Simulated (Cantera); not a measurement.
Cantera run:

```python
import numpy as np
import cantera as ct

gas_names = [...]  # 76 gases of nasa_gas.yaml made of C, H
cond_names = """
    C(gr) C6H6(L) C7H8(L) C8H18(L),n-octa
""".split()


# ... load() reads the species with a 1 bar reference pressure and builds the phases ...
atoms = {
    'toluene': {'C': 7, 'H': 8},
    'H2': {'H': 2},
}
top_T = {'C(gr)': 4500}  # K; cautious upper limits of use, not melting points


# ... equilibrate(T, P, feed) seeds the gas with the atoms and calls Mixture.equilibrate('TP', solver="vcs", rtol=1e-11, max_steps=5000) ...
results = []
feed = {'toluene': 1, 'H2': 33}  # mol
T = 2173.15  # K
P = 84  # Pa
mix = equilibrate(T, P, feed)
results.append((T, P, feed, dict(zip(mix.species_names, mix.species_moles))))
print(gas.report(threshold=0.0001))
for i in range(1, mix.n_phases):
    print(f"{mix.phase(i).name:16s} {mix.phase_moles(i):12.5e} mol")
```

Output:

```
       temperature   2173.2 K
          pressure   84 Pa
           density   8.8649e-06 kg/m^3
  mean mol. weight   1.9069 kg/kmol
   phase of matter   gas

                          1 kg             1 kmol
                     ---------------   ---------------
          enthalpy        4.7123e+07        8.9857e+07  J
   internal energy        3.7648e+07        7.1789e+07  J
           entropy        1.3044e+05        2.4873e+05  J/K
    Gibbs function       -2.3634e+08       -4.5066e+08  J
 heat capacity c_p             17153             32708  J/K
 heat capacity c_v             12793             24394  J/K

                      mass frac. Y      mole frac. X     chem. pot. / RT
                     ---------------   ---------------   ---------------
    C2H2,acetylene          0.025482         0.0018662            -32.89
                 H          0.080973           0.15318           -13.499
                H2            0.8933           0.84494           -26.999
     [  +73 minor]         0.0002407        1.6918e-05

C(gr)             6.84898e+00 mol
```

These are equilibrium values from Cantera (NASA tables, ideal gas, pure condensed phases), not measurements of a reactor.
